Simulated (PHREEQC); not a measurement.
PHREEQC input (ion-association model, wateq4f.dat):

```
SOLUTION_MASTER_SPECIES
  An  An-  0  An  62.0  # stands for a non-complexing anion
SOLUTION_SPECIES
  An- = An-
    -log_k 0
    -gamma 3.0 0
PHASES
  Fix_H+
    H+ = H+
    -log_k 0
SOLUTION 1
  temp 25
  units mmol/kgw
  pH 7 charge
  B 0.0099
  Cl 0.032
  Ca 0.016
  S(6) 0.00087
  Zn 0.00087
  Na 100
  An 100
END
SELECTED_OUTPUT 1
  -reset false
  -pH true
  -pe true
  -ionic_strength true
  -water true
  -totals B Ca Cl Na S Zn S(-2) S(6)
  -molalities Hfo_wOH Hfo_wOH2+ Hfo_wO- Hfo_sOH Hfo_sOH2+ Hfo_sO- Hfo_wH2BO3 Hfo_sOHCa+2 Hfo_wOCa+ Hfo_sOZn+
    Hfo_wOZn+ Hfo_wSO4- Hfo_wOHSO4-2
  -saturation_indices Gypsum Portlandite Zn(OH)2-e Zn4(OH)6SO4 Zn5(OH)8Cl2 Halite Mirabilite Goslarite
USER_PUNCH 1
  -headings sigma psi
  10 PUNCH EDL("sigma", "Hfo"), EDL("psi", "Hfo")
PRINT
  -reset false
USE solution 1
SURFACE 1
  Hfo_wOH 0.000539326 600 0.24
  Hfo_sOH 1.34831e-05
EQUILIBRIUM_PHASES 1
  Fix_H+ -3 HAn 10
    -force_equality true
  O2(g) -0.68 10
END
# ... the last block is repeated for the other 12 points of pH, with NaOH or the acid as the point needs
```

Selected output (columns that matter, 13 of 13 rows; pH added in front):

```
pH	mu	B	Ca	Na	S	Zn	si_Gypsum	si_Portlandite	si_Zn(OH)2-e	si_Zn4(OH)6SO4	si_Zn5(OH)8Cl2	si_Halite	si_Mirabilite	si_Goslarite
3	0.10153	9.8996e-06	1.6e-05	0.1	1.1753e-08	8.7e-07	-9.079	-22.009	-11.963	-44.699	-56.035	-7.3012	-9.566	-12.961
3.5	0.10069	9.8988e-06	1.6e-05	0.1	1.2572e-08	8.6998e-07	-9.0364	-21.008	-10.962	-41.654	-52.03	-7.3006	-9.5237	-12.919
4	0.10041	9.897e-06	1.6e-05	0.1	1.6286e-08	8.6979e-07	-8.9196	-20.008	-9.9615	-38.536	-48.028	-7.3004	-9.4071	-12.802
4.5	0.10029	9.8941e-06	1.6e-05	0.1	2.7495e-08	8.6819e-07	-8.6907	-19.007	-8.9622	-35.31	-44.031	-7.3003	-9.1782	-12.574
5	0.10022	9.8907e-06	1.6e-05	0.1	6.0855e-08	8.5585e-07	-8.3451	-18.007	-7.9683	-31.989	-40.062	-7.3002	-8.8327	-12.235
5.5	0.10017	9.8877e-06	1.5999e-05	0.1	1.5956e-07	7.7361e-07	-7.9263	-17.007	-7.0122	-28.746	-36.281	-7.3002	-8.4138	-11.86
6	0.10013	9.8854e-06	1.5997e-05	0.1	3.9378e-07	4.5709e-07	-7.5339	-16.007	-6.2408	-26.268	-33.425	-7.3002	-8.0214	-11.696
6.5	0.1001	9.8839e-06	1.5983e-05	0.1	6.8284e-07	1.153e-07	-7.2951	-15.008	-5.8395	-25.424	-32.418	-7.3001	-7.7822	-12.055
7	0.10008	9.8831e-06	1.5905e-05	0.1	8.2659e-07	1.7344e-08	-7.2142	-14.01	-5.664	-25.639	-32.541	-7.3001	-7.6992	-12.797
7.5	0.10006	9.883e-06	1.5449e-05	0.1	8.6239e-07	2.354e-09	-7.2084	-13.022	-5.5384	-26.118	-32.912	-7.3001	-7.6808	-13.653
8	0.10005	9.8838e-06	1.3398e-05	0.1	8.6877e-07	3.7658e-10	-7.267	-12.084	-5.368	-26.433	-33.06	-7.3001	-7.6775	-14.479
8.5	0.10006	9.8861e-06	8.8258e-06	0.10004	8.698e-07	1.1101e-10	-7.4478	-11.265	-5.0771	-26.269	-32.606	-7.2999	-7.6767	-15.188
9	0.10008	9.8906e-06	3.7086e-06	0.10009	8.6997e-07	9.0794e-11	-7.8243	-10.642	-4.7535	-25.974	-31.988	-7.2997	-7.6762	-15.864
```

Species that the database lacks are ignored. The oxide is taken as insoluble; below pH 4 it would dissolve.
